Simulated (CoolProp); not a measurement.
Model: reference Helmholtz-energy equation of state, Lemmon 2006, in CoolProp. It is a short technical equation, of lower accuracy than the large ones.

Task: For toluene, give the phase and the Z, Joule-Thomson coefficient (K/MPa), expansivity (1/kK) at -39.15 °C and 5.18 MPa; 61.45 °C and 0.0384 MPa; 240.75 °C and 9.1 MPa.

Result: 
- -39.15 °C and 5.18 MPa: liquid; Z 0.265, Joule-Thomson coefficient -0.544, expansivity 0.989
- 61.45 °C and 0.0384 MPa: liquid; Z 0.00154, Joule-Thomson coefficient -0.406, expansivity 1.16
- 240.75 °C and 9.1 MPa: liquid; Z 0.301, Joule-Thomson coefficient -0.00121, expansivity 1.94
